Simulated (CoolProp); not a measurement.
R227EA at several states: fugacity coefficient from the reference equation and from simpler models built on Tc = 101.8 °C, pc = 2925 kPa, ω = 0.358; each cubic takes its own stable root.

Computed with CoolProp (reference Helmholtz-energy equation of state, Lemmon 2016).

```csv
T (°C),p (kPa),phase,reference
68.05,201,gas,0.9672
154.05,66.1,gas,0.9951
-17.25,7420,liquid,0.01823
103.25,180,gas,0.9792
```

Q: How far does each simpler model (van der Waals, Redlich-Kwong, Peng-Robinson) lie from the reference over these 4 states: mean and median of the absolute difference, and the worst?

A: 
- van der Waals: mean 122.8 %, median 0.5 %, worst +490.2 % at -17.25 °C and 7420 kPa
- Redlich-Kwong: mean 29.0 %, median 0.1 %, worst +115.6 % at -17.25 °C and 7420 kPa
- Peng-Robinson: mean 0.3 %, median 0.2 %, worst -0.9 % at -17.25 °C and 7420 kPa
